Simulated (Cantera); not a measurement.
Hydrogen reduction and annealing atmospheres: ZrO2 + H2

Feed: 1 mol ZrO2, a varied amount of H2, equilibrated at 10000 Pa.

Method: chemical equilibrium by Gibbs-energy minimisation in Cantera with the NASA 1993 tables (ideal gas, pure condensed phases). Candidate condensed phases: H2O, Zr, ZrO2; 12 gas species. Mutual solubility and eutectic melting of coexisting phases are not modelled. Condensed phases not in the tables: N, O or C dissolved in the metal. The numbers say what is thermodynamically allowed, not how fast it happens.

Question: Map the stable condensed phases over T = 1227, 1277, 1327, 1377, 1427, 1477, 1527, 1577, 1627, 1677, 1727 °C and n(H2) in mol = 130, 160, 210, 270, 350, 460, 590, 760, 990.

Answer: 
```
T in °C \ n(H2) in mol
         130 160 210 270 350 460 590 760 990
   1727    A   A   A   A   A   B   B   B   B
   1677    A   A   A   A   A   B   B   B   B
   1627    A   A   A   A   A   A   B   B   B
   1577    A   A   A   A   A   A   A   A   B
   1527    A   A   A   A   A   A   A   A   A
   1477    A   A   A   A   A   A   A   A   A
   1427    A   A   A   A   A   A   A   A   A
   1377    A   A   A   A   A   A   A   A   A
   1327    A   A   A   A   A   A   A   A   A
   1277    A   A   A   A   A   A   A   A   A
   1227    A   A   A   A   A   A   A   A   A
```
A: ZrO2; B: Zr + ZrO2.
